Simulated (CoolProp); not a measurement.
Saturation properties of carbon dioxide (Tc = 304.1 K, pc = 7377 kPa, ω = 0.224).

Values from CoolProp's reference Helmholtz-energy equation of state, Span 1996.

```csv
T (K),p (kPa),vapour density (kg/m³),liquid cp (kJ/(kg K)),surface tension (mN/m),vapour viscosity (µPa s)
224.2,711.9,18.67,1.975,14.7,11.3
230.9,923.8,24.06,2.001,13.2,11.6
237.7,1184,30.73,2.037,11.7,12.0
244.4,1489,38.70,2.083,10.2,12.4
251.2,1854,48.52,2.144,8.78,12.8
258,2281,60.44,2.226,7.39,13.3
264.7,2767,74.76,2.336,6.07,13.8
271.5,3335,92.67,2.494,4.78,14.4
278.3,3985,115.2,2.733,3.57,15.1
285,4712,143.9,3.133,2.45,16.1
291.8,5550,184.1,3.976,1.41,17.5
298.6,6501,248.4,6.868,0.516,20.0
```

Viscosity comes from a separate model (Laesecke 2017). Surface tension comes from a separate correlation (Mulero 2012).
